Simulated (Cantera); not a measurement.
Thermodynamics of metals in furnace atmospheres, feed Fe + H₂S + H₂

A closed system holds: 1 mol Fe, 0.11 mol H₂S, 9 mol H₂, at 0.00500 bar.

Cantera equilibrium calculation (NASA polynomials, part measured and part estimated; ideal gas, pure solids and liquids). Candidate condensed phases: Fe, FeS, FeS₂, S; 8 gas species. Mutual solubility and eutectic melting of coexisting phases are not modelled. FeS: taken at fixed stoichiometry. Kinetics and transport are ignored.

From 452 °C to 902 °C the condensed part is Fe(α) + FeS(s). At 952 °C the condensed part is Fe(γ) + FeS(s).

```tsv
T (°C)	x H₂	x H₂S	x SH	x S₂	x H	n Fe(α)	n FeS(s)	n Fe(γ)
452	1.000	5.49e-5	2.64e-12	<1e-12	1.32e-12	0.890	0.110	0
502	1.000	0.000112	3.09e-11	<1e-12	1.40e-11	0.891	0.109	0
552	1.000	0.000207	2.68e-10	4.84e-12	1.12e-10	0.892	0.108	0
602	1.000	0.000358	1.81e-9	6.38e-11	7.09e-10	0.893	0.107	0
652	0.999	0.000581	9.99e-9	6.37e-10	3.68e-9	0.895	0.105	0
702	0.999	0.000898	4.62e-8	5.04e-9	1.62e-8	0.898	0.102	0
752	0.999	0.00133	1.84e-7	3.28e-8	6.16e-8	0.902	0.0979	0
802	0.998	0.00192	6.52e-7	1.81e-7	2.07e-7	0.907	0.0925	0
852	0.997	0.00268	2.07e-6	8.72e-7	6.28e-7	0.914	0.0855	0
902	0.996	0.00364	5.95e-6	3.66e-6	1.73e-6	0.923	0.0767	0
952	0.995	0.00483	1.57e-5	1.37e-5	4.40e-6	0	0.0656	0.934
```
x: gas mole fraction; n: condensed amount in mol.
